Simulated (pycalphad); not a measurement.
**Phase fractions of Zr-60.05Si (wt.%)**

Source of the numbers: pycalphad with the COST 507 light-alloy database (1999); pressure 1 atm. These are 1990s assessments: newer ones move some temperatures and phases. Phase fractions are per mole of atoms. Diffusion is slow at the low end, where real alloys seldom reach equilibrium.

| T (K) | LIQUID | SI2ZR | DIAMOND_A4 |
|---|---|---|---|
| 1920 | 1.000 | - | - |
| 1840 | 0.851 | 0.149 | - |
| 1760 | 0.733 | 0.267 | - |
| 1680 | 0.659 | 0.341 | - |
| 1600 | - | 0.510 | 0.490 |
| 1520 | - | 0.510 | 0.490 |
| 1440 | - | 0.510 | 0.490 |
| 1360 | - | 0.510 | 0.490 |
| 1280 | - | 0.510 | 0.490 |
| 1200 | - | 0.510 | 0.490 |
| 1120 | - | 0.510 | 0.490 |
| 1040 | - | 0.510 | 0.490 |
| 960 | - | 0.510 | 0.490 |
| 880 | - | 0.510 | 0.490 |
| 800 | - | 0.510 | 0.490 |
| 720 | - | 0.510 | 0.490 |
| 640 | - | 0.510 | 0.490 |
| 560 | - | 0.510 | 0.490 |

Database names, with the compositions (at.%) that they take in these runs: SI2ZR: Si 67 Zr 33. DIAMOND_A4 is diamond (Si).
